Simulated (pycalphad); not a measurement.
**Effect of Al content in Si-Al**

All values are pycalphad results on the COST 507 light-alloy database (1999) (1 atm), not direct measurements. The data set is of 1999 and partly superseded. Amounts are mole fractions of atoms.

Problem. One of these alloys has its liquidus at 1436 K, its solidus at 850 K, and holds DIAMOND_A4 0.61, FCC_A1 0.39 at 550 K. Which?
A) Si-4.745Al (wt.%)
B) Si-9.519Al (wt.%)
C) Si-38.53Al (wt.%)
D) Si-28.78Al (wt.%)

Solution. C, Si-38.53Al (wt.%). The others: Si-4.745Al (wt.%), liquidus 1664, solidus 850; Si-9.519Al (wt.%), liquidus 1639, solidus 850; Si-28.78Al (wt.%), liquidus 1516, solidus 850

FCC_A1 is fcc; DIAMOND_A4 is diamond (Si).
